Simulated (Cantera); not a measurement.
**Gas-phase reforming**

An isothermal, constant-pressure homogeneous reactor starts with CH₄ : CO₂ : H₂O = 1 : 0.31 : 0.0019 (molar parts), at 2175 K and 2930 Torr.

Detailed kinetics in Cantera: GRI-Mech 3.0 (53 species, 325 reactions). GRI-Mech 3.0 stops at C3 and has no aromatics, soot or wall deposition, so with more carbon than oxygen in the feed, carbon stays in small species such as C2H2 where larger ones or solid carbon would form.

| t (s) | x CH₄ | x CO₂ | x H | x C₂H₆ | x HO₂ | x H₂ |
|---|---|---|---|---|---|---|
| 3.00e-6 | 0.569 | 0.216 | 0.000640 | 0.00648 | 9.86e-12 | 0.123 |
| 1.03e-5 | 0.283 | 0.162 | 0.00124 | 0.00187 | 2.23e-11 | 0.370 |
| 3.56e-5 | 0.118 | 0.0976 | 0.00155 | 0.000317 | 3.42e-11 | 0.494 |
| 0.000123 | 0.0387 | 0.0267 | 0.00174 | 3.98e-5 | 2.76e-11 | 0.514 |
| 0.000423 | 0.0171 | 0.00528 | 0.00187 | 8.22e-6 | 1.29e-11 | 0.541 |
| 0.00146 | 0.0114 | 0.00264 | 0.00193 | 3.40e-6 | 2.30e-12 | 0.587 |
| 0.00503 | 0.00574 | 0.000364 | 0.00197 | 9.29e-7 | <1e-12 | 0.620 |
| 0.0173 | 0.00406 | 9.83e-7 | 0.00197 | 5.39e-7 | <1e-12 | 0.626 |
| 0.0597 | 0.00406 | 2.70e-7 | 0.00197 | 5.38e-7 | <1e-12 | 0.626 |
| 0.206 | 0.00406 | 2.70e-7 | 0.00197 | 5.38e-7 | <1e-12 | 0.626 |
| 0.709 | 0.00406 | 2.70e-7 | 0.00197 | 5.38e-7 | <1e-12 | 0.626 |
| 2.44 | 0.00406 | 2.70e-7 | 0.00197 | 5.38e-7 | <1e-12 | 0.626 |
| 8.42 | 0.00406 | 2.70e-7 | 0.00197 | 5.38e-7 | <1e-12 | 0.626 |
| 29.0 | 0.00406 | 2.70e-7 | 0.00197 | 5.38e-7 | <1e-12 | 0.626 |
| 100 | 0.00406 | 2.70e-7 | 0.00197 | 5.38e-7 | <1e-12 | 0.626 |
x: mole fraction; the columns are a selection and need not sum to one.

Equilibrium at this temperature and pressure: CH₄ 0.00406, CO₂ 2.71e-7, H 0.00197, C₂H₆ 5.38e-7, HO₂ <1e-12, H₂ 0.626 (gas phase only).
